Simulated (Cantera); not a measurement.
A closed system holds: 1 mol SiHCl3, 0.05 mol HCl, 6.2 mol N2, at 101000 Pa.

Cantera equilibrium calculation (NASA polynomials, part measured and part estimated; ideal gas, pure solids and liquids). Candidate condensed phases: NH4Cl, Si, Si3N4; 28 gas species. N2 is the only nitrogen source here; it is nearly inert below about 1500 K, so the nitride shown seldom forms there in practice. Rates play no part.

Over these rows the condensed part is Si3N4(s). Partial pressures as log10 of bar:

```json
[
 {"T (K)": "1075", "1000/T (1/K)": "0.9302", "log p SiCl2": "-6.20", "log p N2": "-0.09", "log p HCl": "-0.98", "log p SiCl4": "-1.11", "log p H2": "-1.70"},
 {"T (K)": "1100", "1000/T (1/K)": "0.9091", "log p SiCl2": "?", "log p N2": "-0.09", "log p HCl": "-0.98", "log p SiCl4": "-1.11", "log p H2": "-1.71"},
 {"T (K)": "1125", "1000/T (1/K)": "0.8889", "log p SiCl2": "-5.59", "log p N2": "-0.09", "log p HCl": "-0.98", "log p SiCl4": "-1.11", "log p H2": "-1.72"},
 {"T (K)": "1150", "1000/T (1/K)": "0.8696", "log p SiCl2": "-5.31", "log p N2": "-0.09", "log p HCl": "-0.97", "log p SiCl4": "-1.11", "log p H2": "-1.73"},
 {"T (K)": "1175", "1000/T (1/K)": "0.8511", "log p SiCl2": "-5.04", "log p N2": "-0.09", "log p HCl": "-0.97", "log p SiCl4": "-1.11", "log p H2": "-1.74"},
 {"T (K)": "1200", "1000/T (1/K)": "0.8333", "log p SiCl2": "-4.78", "log p N2": "-0.09", "log p HCl": "-0.97", "log p SiCl4": "-1.11", "log p H2": "-1.75"}
]
```

Q: Fit log p(SiCl2) = a + b·(1000/T) to the five rows, give the apparent enthalpy, and predict the row at 1100 K.

A: Means: 1000/T = 0.8746, log p = -5.384. Sxy = -0.081715, Sxx = 0.0055788, so b = -14.65 and a = -5.384 − (-14.65)×0.8746 = 7.43.
Apparent enthalpy: −19.145 × (-14.65) = 280 kJ/mol. With the condensed phases at unit activity, 1/6 Si3N4(s) + 1/2 SiCl4(g) = SiCl2(g) + 1/3 N2(g) links this pressure to the main gases: over the six rows their terms move log p by +0.00 in all, so the slope is close to that reaction's ΔH°. The five rows lie within 0.01 of the line.
Prediction at 1100 K: 7.43 + (-14.65)×0.9091 = -5.89. The computed value is -5.89, 0.00 from the line.
